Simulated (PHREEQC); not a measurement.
## Spent oxide etchant: an equilibrium model

Make-up at 25 °C: 0.15 mol NH4HF2, 0.012 mol H2SiF6, 0.057 mol HBF4 and 0.00013 mol H2SO4 per kg of water. Closed to the air; pH follows from the charge balance.

All values are PHREEQC results (ion-association model, phreeqc.dat), not measurements.

Each row changes one thing in this solution. This is a speciation only: nothing precipitates in the calculation.

| case | pH | ionic strength (mol/kgw) | HF (mol/kgw) | F- (mol/kgw) | HF2- (mol/kgw) | NH3 (mol/kgw) | SI of Quartz (SiO2) |
|---|---|---|---|---|---|---|---|
| as made | 2.36 | 0.168 | 0.194 | 0.0426 | 0.0316 | 1.31e-8 | -10.12 |
| temperature from 25 to 15 °C | 2.30 | 0.168 | 0.195 | 0.0446 | 0.0303 | [?] | -10.73 |
| HBF4 from 0.057 to 0.0114 mol/kgw | 2.74 | 0.164 | 0.142 | 0.0756 | 0.0410 | 3.19e-8 | -10.07 |
| HBF4 left out | 2.83 | 0.164 | [?] | 0.0853 | [?] | 3.94e-8 | -10.02 |
| H2SO4 replaced by (NH4)2SO4 at the same molality | 2.36 | 0.168 | 0.194 | 0.0428 | 0.0316 | 1.32e-8 | -10.12 |
| H2SO4 from 0.00013 to 1.3e-05 mol/kgw | 2.36 | 0.167 | 0.194 | 0.0428 | 0.0316 | 1.32e-8 | -10.12 |
| H2SO4 left out | 2.36 | 0.167 | 0.194 | 0.0428 | 0.0316 | 1.32e-8 | -10.12 |
| diluted 2-fold with water | [?] | [?] | 0.101 | 0.0276 | 0.0107 | 9.86e-9 | -8.84 |

Q: Complete the blanks.

A: 
- temperature from 25 to 15 °C, NH3 (mol/kgw): 5.57e-9
- HBF4 left out, HF (mol/kgw): 0.130
- HBF4 left out, HF2- (mol/kgw): 0.0423
- diluted 2-fold with water, pH: 2.49
- diluted 2-fold with water, ionic strength (mol/kgw): 0.0849

Complexes and solids missing from the database can't appear. SiF6-2 is the database's only silicon fluoride. Real BF4- forms and hydrolyses slowly; the run takes it at equilibrium.
